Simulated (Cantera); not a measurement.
Input (Python, Cantera) and output of one run.

```python
import numpy as np
import cantera as ct

gas_names = """
    Br Br2 Mg MgBr MgBr2 MgO Mg2 O O2 O3
""".split()
cond_names = """
    Br2(cr) Br2(L) Mg(cr) Mg(L) MgBr2(s) MgBr2(L) MgO(s) MgO(L)
""".split()


# ... load() reads the species with a 1 bar reference pressure and builds the phases ...
atoms = {
    'MgO': {'Mg': 1, 'O': 1},
    'Br2': {'Br': 2},
}
top_T = {}  # K; cautious upper limits of use, not melting points


# ... equilibrate(T, P, feed) seeds the gas with the atoms and calls Mixture.equilibrate('TP', solver="vcs", rtol=1e-11, max_steps=5000) ...
results = []
feed = {'MgO': 1, 'Br2': 1}  # mol
T = 898  # K
P = 12000  # Pa
mix = equilibrate(T, P, feed)
results.append((T, P, feed, dict(zip(mix.species_names, mix.species_moles))))
print(gas.report(threshold=0.001))
for i in range(1, mix.n_phases):
    print(f"{mix.phase(i).name:16s} {mix.phase_moles(i):12.5e} mol")
```

It prints:

```
       temperature   898 K
          pressure   12000 Pa
           density   0.25629 kg/m^3
  mean mol. weight   159.46 kg/kmol
   phase of matter   gas

                          1 kg             1 kmol
                     ---------------   ---------------
          enthalpy        3.3564e+05        5.3522e+07  J
   internal energy        2.8882e+05        4.6056e+07  J
           entropy            1905.2         3.038e+05  J/K
    Gibbs function       -1.3752e+06       -2.1929e+08  J
 heat capacity c_p            236.27             37676  J/K
 heat capacity c_v            184.13             29362  J/K

                      mass frac. Y      mole frac. X     chem. pot. / RT
                     ---------------   ---------------   ---------------
                Br         0.0021726         0.0043358           -14.717
               Br2           0.99782           0.99566           -29.434
     [   +8 minor]        4.3088e-06        5.1501e-06

Br2(L)            0.00000e+00 mol
Mg(cr)            0.00000e+00 mol
MgBr2(s)          0.00000e+00 mol
MgO(s)            9.99997e-01 mol
```

Method: chemical equilibrium by Gibbs-energy minimisation in Cantera with the NASA 1993 tables (ideal gas, pure condensed phases).
